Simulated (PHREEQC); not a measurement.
A solution holds 0.21 mol/kgw HF, 0.0011 mol/kgw KF, 4.6e-05 mol/kgw (NH4)2SiF6 and 0.0014 mol/kgw HCl, at 22 °C. It is in equilibrium with CO2 at log p = -3.4 (atm). Otherwise closed; pH follows from the charge balance.

Model: ion-association model, phreeqc.dat, run in PHREEQC.

```csv
quantity,before,after
pH,1.81,2.27
ionic strength (mol/kgw),0.0184,0.00606
HF (mol/kgw),0.187,0.0358
HF2- (mol/kgw),0.00695,0.000680
HCO3- (mol/kgw),4.65e-10,1.26e-9
SI of Sylvite (KCl),-6.82,-8.17
SI of Quartz (SiO2),-11.20,-8.40
```

Q: Which change was made?
(A) (NH4)2SiF6 from 4.6e-05 to 2.3e-05 mol/kgw
(B) KF from 0.0011 to 0.00121 mol/kgw
(C) HF from 0.21 to 0.231 mol/kgw
(D) diluted 5-fold with water
(E) diluted 100-fold with water

A: D, diluted 5-fold with water

No solid was allowed to form. SiF6-2 is the database's only silicon fluoride.
